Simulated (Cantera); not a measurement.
A freely propagating, adiabatic, planar premixed flame of 3.07 % CH4, 2.12 % C2H6, 1.96 % C3H8, 19.5 % O2, 73.4 % N2, unburnt at 300 K and 0.970 bar; mixture-averaged transport, grid criteria slope 0.08 and curve 0.16, no radiation.

Model: GRI-Mech 3.0 (53 species, 325 reactions), integrated in Cantera. GRI-Mech 3.0 was tuned for natural gas; its chemistry of propane as a main component is partial and can be far from experiment. Burning velocities carry a grid error of a few per cent, more on coarse grids.

Question: Predict: laminar burning velocity; thermal thickness; peak x(C2H4); peak x(CH2).

Answer: 
- laminar burning velocity: 42.8 cm/s
- thermal thickness: 0.377 mm
- peak x(C2H4): 0.00688
- peak x(CH2): 6.93e-5
